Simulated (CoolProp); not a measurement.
Properties of hexamethyldisiloxane (MM) along the isobar 2750 kPa.

The numbers come from the reference Helmholtz-energy equation of state, Thol 2016 in CoolProp.

```json
[
 {"T (K)": "396.2", "phase": "liquid", "density (kg/m³)": "656.4", "cp (kJ/(kg K))": "2.166"},
 {"T (K)": "408.6", "phase": "liquid", "density (kg/m³)": "641.1", "cp (kJ/(kg K))": "2.204"},
 {"T (K)": "420.9", "phase": "liquid", "density (kg/m³)": "625.4", "cp (kJ/(kg K))": "…"},
 {"T (K)": "433.2", "phase": "liquid", "density (kg/m³)": "608.9", "cp (kJ/(kg K))": "2.283"},
 {"T (K)": "445.5", "phase": "liquid", "density (kg/m³)": "591.4", "cp (kJ/(kg K))": "2.326"},
 {"T (K)": "457.9", "phase": "liquid", "density (kg/m³)": "572.7", "cp (kJ/(kg K))": "2.372"},
 {"T (K)": "470.2", "phase": "liquid", "density (kg/m³)": "552.6", "cp (kJ/(kg K))": "2.424"},
 {"T (K)": "482.5", "phase": "liquid", "density (kg/m³)": "…", "cp (kJ/(kg K))": "2.486"},
 {"T (K)": "494.8", "phase": "liquid", "density (kg/m³)": "505.5", "cp (kJ/(kg K))": "2.565"},
 {"T (K)": "507.2", "phase": "liquid", "density (kg/m³)": "475.6", "cp (kJ/(kg K))": "2.679"},
 {"T (K)": "519.5", "phase": "supercritical", "density (kg/m³)": "437.7", "cp (kJ/(kg K))": "…"},
 {"T (K)": "531.8", "phase": "supercritical", "density (kg/m³)": "380.1", "cp (kJ/(kg K))": "3.423"},
 {"T (K)": "544.1", "phase": "supercritical", "density (kg/m³)": "…", "cp (kJ/(kg K))": "4.324"},
 {"T (K)": "556.5", "phase": "supercritical", "density (kg/m³)": "199.9", "cp (kJ/(kg K))": "3.262"}
]
```

Task: Complete the blanks.

Result: 
- 420.9, cp (kJ/(kg K)): 2.242
- 482.5, density (kg/m³): 530.5
- 519.5, cp (kJ/(kg K)): 2.883
- 544.1, density (kg/m³): 273.7

The peak of cp marks the crossing from liquid-like to gas-like fluid above the critical point.
